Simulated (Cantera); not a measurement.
A Cantera script and its output.

```python
import numpy as np
import cantera as ct

surf = ct.Interface("ptcombust.yaml", "Pt_surf")
gas = surf.adjacent["gas"]
gas.TPX = 300, 4200, {'CH4': 0.068, 'O2': 0.095, 'N2': 0.79}
jet = ct.ImpingingJet(gas=gas, width=0.031, surface=surf)
jet.inlet.mdot, jet.inlet.T, jet.inlet.X = 0.093, 300, {'CH4': 0.068, 'O2': 0.095, 'N2': 0.79}
jet.set_refine_criteria(ratio=10, slope=0.2, curve=0.3)
show, cover = ['CH4', 'O2', 'H2O', 'OH', 'CO', 'CO2'], ["PT(S)", "H(S)", "O(S)", "OH(S)", "CO(S)", "C(S)"]

rows = []
print(f"{'Ts/K':>7s}" + "".join(f"{s:>11s}" for s in show + cover) + "   (gas at the wall, coverages)")
for i, Ts in enumerate([950, 1000, 1050, 1100, 1150, 1200]):
    jet.surface.T = Ts
    if i == 0:
        surf.TP = Ts, 4200
        surf.coverages = "PT(S):0.5, O(S):0.5"
        surf.advance_coverages(1.0)
        jet.set_initial_guess(products="inlet")
    jet.solve(loglevel=0, auto=(i == 0))
    rows.append([*(jet.X[gas.species_index(s), -1] for s in show), *surf[cover].coverages])
    print(f"{Ts:7g}" + "".join(f"{x:11.3e}" for x in rows[-1]))
```

Result:

```
   Ts/K        CH4         O2        H2O         OH         CO        CO2      PT(S)       H(S)       O(S)      OH(S)      CO(S)       C(S)   (gas at the wall, coverages)
    950  1.575e-02  7.360e-03  1.010e-01  9.450e-10  5.021e-02  9.254e-03  8.066e-01  2.504e-04  2.332e-05  1.673e-05  1.867e-01  6.453e-03
   1000  1.368e-02  6.550e-03  1.027e-01  1.912e-09  5.530e-02  5.786e-03  8.829e-01  4.825e-04  1.302e-05  1.065e-05  1.085e-01  8.099e-03
   1050  1.259e-02  6.177e-03  1.019e-01  4.986e-09  5.612e-02  6.146e-03  9.353e-01  6.167e-04  1.409e-05  9.517e-06  5.875e-02  5.351e-03
   1100  1.214e-02  6.098e-03  1.000e-01  1.391e-08  5.495e-02  8.051e-03  9.654e-01  6.479e-04  2.026e-05  9.824e-06  3.115e-02  2.721e-03
   1150  1.204e-02  6.183e-03  9.768e-02  3.721e-08  5.276e-02  1.072e-02  9.813e-01  6.381e-04  3.083e-05  1.046e-05  1.665e-02  1.333e-03
   1200  1.211e-02  6.349e-03  9.502e-02  9.241e-08  4.996e-02  1.389e-02  9.896e-01  6.149e-04  4.655e-05  1.115e-05  9.081e-03  6.758e-04
```

Cantera simulation using Deutschmann's 1995 Pt surface mechanism with GRI-Mech 3.0 gas chemistry; the numbers are that mechanism's predictions, not measurements. Catalytic surfaces can have several steady states; this one follows from the mechanism file's or the stated starting coverage.
